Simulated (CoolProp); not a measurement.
Computed with CoolProp (reference Helmholtz-energy equation of state, Lemmon 2006). It is a short technical equation, of lower accuracy than the large ones.

Give the vapour pressure (kPa), liquid density (kg/m³), enthalpy of vaporisation (kJ/kg), liquid cp (kJ/(kg K)) of saturated CH3F (R41) at 282.2 K.


```csv
T (K),p (kPa),liquid density (kg/m³),enthalpy of vaporisation (kJ/kg),liquid cp (kJ/(kg K))
282.2,2590,646,304,2.86
```
